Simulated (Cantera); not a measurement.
Feed: 1 mol MgSO₄, 0.028 mol C, 1.2 mol H₂O, equilibrated at 1825 K and 1 atm.

These are equilibrium values from Cantera (NASA tables, ideal gas, pure condensed phases), not measurements of a reactor. Candidate condensed phases: C, C₆H₆, C₇H₈, C₈H₁₈, H₂O, H₂SO₄, Mg, MgCO₃, MgO, Mg(OH)₂, MgS, MgSO₄, S; 130 gas species. The numbers say what is thermodynamically allowed, not how fast it happens.

Base state: H₂O 0.444, SO₂ 0.369, O₂ 0.174, CO₂ 0.0104, OH 0.00160, SO₃ 0.00149, H₂ 7.17e-5, O 6.36e-5 (mole fractions); condensed: MgO(s).

Problem. What changes in the equilibrium state with this change: C from 0.028 to 1.1 mol?

Solution. 
```json
[
 {"species": "H₂O", "before": "0.444", "after": "0.332"},
 {"species": "CO₂", "before": "0.0104", "after": "0.235"},
 {"species": "SO₂", "before": "0.369", "after": "0.206"},
 {"species": "O₂", "before": "0.174", "after": "2.84e-7"},
 {"species": "S₂", "before": "<1e-9", "after": "0.0438"},
 {"species": "CO", "before": "6.56e-6", "after": "0.116"},
 {"species": "H₂", "before": "7.17e-5", "after": "0.0420"},
 {"species": "SO", "before": "2.30e-5", "after": "0.0100"},
 {"species": "H₂S", "before": "<1e-9", "after": "0.00881"},
 {"species": "S₂O", "before": "<1e-9", "after": "0.00206"},
 {"species": "SH", "before": "<1e-9", "after": "0.00200"},
 {"species": "COS", "before": "<1e-9", "after": "0.000858"},
 {"species": "S", "before": "<1e-9", "after": "0.000188"},
 {"species": "MgO(s), mol", "before": "1.000", "after": "1.000"}
]
```

Problem. What changes in the equilibrium state with this change: H₂O from 1.2 to 0.037 mol?

Solution. 
```json
[
 {"species": "SO₂", "before": "0.369", "after": "0.648"},
 {"species": "O₂", "before": "0.174", "after": "0.306"},
 {"species": "H₂O", "before": "0.444", "after": "0.0239"},
 {"species": "CO₂", "before": "0.0104", "after": "0.0182"},
 {"species": "H₂", "before": "7.17e-5", "after": "2.91e-6"},
 {"species": "OH", "before": "0.00160", "after": "0.000428"},
 {"species": "SO₃", "before": "0.00149", "after": "0.00348"},
 {"species": "MgO(s), mol", "before": "1.000", "after": "1.00"}
]
```

Problem. What changes in the equilibrium state with this change: MgSO₄ replaced by CaCO₃?

Solution. 
```tsv
species	before	after
H₂O	0.444	0.532
CO₂	0.0104	0.442
CO	6.56e-6	0.0193
SO₂	0.369	0
O₂	0.174	3.63e-5
Ca(OH)₂	0	1.22e-5
SO₃	0.00149	0
SO	2.30e-5	0
H₂	7.17e-5	0.00595
O	6.36e-5	9.20e-7
MgO(s), mol	1.000	0
CaO(s), mol	0	1.000
```
Further candidate phases: Ca, CaCO₃, CaO, Ca(OH)₂.
